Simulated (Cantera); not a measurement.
A perfectly stirred reactor is fed with 5.79 % CH₄, 6.95 % H₂, 18.4 % O₂, 68.9 % N₂, equivalence ratio 0.82, at 8.40 bar; it is adiabatic with a 675 K inlet, and is followed from long to short residence time, starting on the burning branch (τ in s: 0.41, 0.13, 0.039, 0.012, 0.0037, 0.0011, 0.00035, 0.00011, 3.3e-05, 1e-05).

Detailed kinetics in Cantera: GRI-Mech 3.0 (53 species, 325 reactions).

**Question.** Predict: blow-out, bracketed by the residence times tried; x(CH₄) at τ = 0.410 s; x(H₂) at τ = 0.410 s; x(O₂) at τ = 0.410 s; x(CH₂) at τ = 0.410 s; x(O) at τ = 0.410 s; x(CH₄) at τ = 1.10 ms; x(H₂) at τ = 1.10 ms; x(O₂) at τ = 1.10 ms; x(CH₂) at τ = 1.10 ms; x(O) at τ = 1.10 ms.

**Answer.** 
| Property | Result |
|---|---|
| blow-out, bracketed by the residence times tried | burning at 10.0 µs, the shortest tried |
| x(CH₄) at τ = 0.410 s | 6.52e-8 |
| x(H₂) at τ = 0.410 s | 0.000958 |
| x(O₂) at τ = 0.410 s | 0.0312 |
| x(CH₂) at τ = 0.410 s | 1.87e-9 |
| x(O) at τ = 0.410 s | 0.000381 |
| x(CH₄) at τ = 1.10 ms | 1.86e-5 |
| x(H₂) at τ = 1.10 ms | 0.00150 |
| x(O₂) at τ = 1.10 ms | 0.0345 |
| x(CH₂) at τ = 1.10 ms | 6.06e-7 |
| x(O) at τ = 1.10 ms | 0.000579 |
